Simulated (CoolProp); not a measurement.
A closed Brayton cycle with carbon dioxide: compressor inlet 332.15 K and 8.7 MPa, high pressure 29.2 MPa, turbine inlet 760 K, compressor efficiency 0.8, turbine efficiency 0.85, recuperator effectiveness 0 (on enthalpy, no pinch check). Each further row changes one setting.

Model: reference Helmholtz-energy equation of state, Span 1996, in CoolProp.

| case | thermal efficiency (%) | net work (kJ/kg) | compressor to turbine work | compressor exit (K) | turbine exit (K) |
|---|---|---|---|---|---|
| as stated | 13.9 | 59.9 | 0.55 | 440.0 | 629.6 |
| turbine inlet 710 K | 13.4 | 49.1 | 0.60 | 440.0 | 584.0 |
| compressor inlet 342.15 K | [?] | 52.1 | [?] | [?] | 629.6 |
| high pressure 24.8 MPa | 12.5 | 55.9 | 0.52 | 424.8 | [?] |
| recuperator effectiveness 0.5 | [?] | 59.9 | 0.55 | 440.0 | 629.6 |

Q: Complete the blanks.

A: 
- compressor inlet 342.15 K, thermal efficiency (%): 13.0
- compressor inlet 342.15 K, compressor to turbine work: 0.61
- compressor inlet 342.15 K, compressor exit (K): 457.2
- high pressure 24.8 MPa, turbine exit (K): 646.7
- recuperator effectiveness 0.5, thermal efficiency (%): 18.6
